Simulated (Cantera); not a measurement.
# Low-pressure radical oxidation in H2/O2

An isothermal, constant-pressure homogeneous reactor starts with H₂ : O₂ = 0.045 : 1 (molar parts), equivalence ratio 0.022, at 1350 K and 0.00450 bar.

Cantera simulation using the H2/O2 subset of GRI-Mech 3.0, which has no nitrogen chemistry; the numbers are that mechanism's predictions, not measurements. Radical loss at walls, strong at low pressure, is not modelled. The temperature is held fixed by assumption; the heat of reaction is taken as removed at once.

```tsv
t (s)	x H₂	x O₂	x H₂O₂	x OH	x H₂O	x H	x O
3.00e-5	0.0431	0.957	<1e-12	8.52e-10	4.91e-11	3.94e-9	8.68e-10
0.000147	0.0431	0.957	6.49e-12	1.30e-8	4.00e-9	1.32e-8	1.41e-8
0.000721	0.0431	0.957	1.51e-10	2.42e-7	3.04e-7	1.18e-7	3.01e-7
0.00353	0.0384	0.953	5.50e-9	0.00182	0.00334	0.000883	0.00245
0.0173	0.000639	0.920	1.86e-8	0.00459	0.0378	0.00477	0.0321
0.0849	0.000586	0.923	1.84e-8	0.00440	0.0383	0.00413	0.0291
0.416	0.000392	0.935	1.73e-8	0.00362	0.0402	0.00217	0.0188
2.04	9.59e-5	0.951	1.11e-8	0.00181	0.0428	0.000249	0.00439
10.0	7.74e-6	0.955	3.17e-9	0.000515	0.0437	5.60e-6	0.000349
```
x: mole fraction; the columns are a selection and need not sum to one.

Equilibrium at this temperature and pressure: H₂ 1.38e-7, O₂ 0.956, H₂O₂ 2.29e-10, OH 6.88e-5, H₂O 0.0440, H 1.33e-8, O 6.19e-6 (gas phase only).
